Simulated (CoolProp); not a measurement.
Vapour-liquid equilibrium of n-butane (1) + cis-2-butene (2) at 270.5 K; x and y are mole fractions of (1).

Model: multi-fluid Helmholtz-energy mixture model, Bücker 2006 and Lemmon 2005; pair parameters Bell 2016, in CoolProp.

| x | bubble pressure, mixture model (bar) | bubble pressure, Raoult's law (bar) | y, mixture model | y, Raoult's law |
|---|---|---|---|---|
| 0.05 | 0.8017 | 0.7964 | 0.064 | 0.059 |
| 0.15 | ___ | 0.8107 | 0.182 | 0.173 |
| 0.25 | ___ | 0.8251 | 0.290 | 0.283 |
| 0.35 | 0.8597 | 0.8394 | ___ | 0.389 |
| 0.45 | 0.8743 | 0.8538 | 0.489 | 0.492 |
| 0.55 | ___ | 0.8681 | 0.584 | 0.591 |
| 0.65 | 0.8990 | 0.8825 | ___ | 0.687 |
| 0.75 | 0.9096 | 0.8968 | 0.770 | 0.780 |
| 0.85 | 0.9193 | 0.9112 | ___ | 0.870 |
| 0.95 | 0.9284 | 0.9255 | 0.954 | 0.957 |

Question: Complete the blanks.

Answer: 
- 0.15, bubble pressure, mixture model (bar): 0.8239
- 0.25, bubble pressure, mixture model (bar): 0.8430
- 0.35, y, mixture model: 0.392
- 0.55, bubble pressure, mixture model (bar): 0.8873
- 0.65, y, mixture model: 0.678
- 0.85, y, mixture model: 0.863

The largest gap from Raoult's law is +2.4 % in bubble pressure, at x = 0.35. No azeotrope shows between x = 0.05 and 0.95.

Pair parameters are fitted to limited data, so mixtures are less certain than the pure fluids.
